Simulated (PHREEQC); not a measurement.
Consider water at 25 °C with 87 mmol/kgw TMAH and 1.7 mmol/kgw NaCl. Closed to the air; pH follows from the charge balance.

Computed with PHREEQC (ion-association model, phreeqc.dat).

Precipitation was switched off in this run.

### Question
Estimate the pH.

### Answer
pH 12.82.

Species that the database lacks are ignored. (CH3)4N+ isn't in the database: it is added as a free cation with an ion size of 4 Å.
